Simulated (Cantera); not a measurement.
A closed system holds: 1 mol SiH4, 0.95 mol N2, 44 mol NH3, at 13300 Pa.

Equilibrium computed with Cantera from the NASA thermochemical tables; the gas is ideal and each condensed phase is pure. Candidate condensed phases: Si, Si3N4; 18 gas species. The tables' values for SiN are old estimates; treat these amounts as uncertain. Gases not in the tables: Si2H6 and higher silanes. The numbers say what is thermodynamically allowed, not how fast it happens. All values below are at 2000 K.

Base state: H2 0.744, N2 0.252, H 0.00384, Si 0.000327, SiH2 7.90e-5, SiH 6.98e-5, Si2N 2.05e-5, SiN 1.56e-5 (mole fractions); condensed: Si(l).

Q: What changes in the equilibrium state with this change: pressure from 13300 Pa to 26000 Pa?

A: 
```csv
species,before,after
H2,0.744,0.745
N2,0.252,0.252
H,0.00384,0.00275
Si,0.000327,0.000167
Si2N,2.05e-5,1.47e-5
SiN,1.56e-5,1.12e-5
"Si(l), mol",0.951,0.969
```
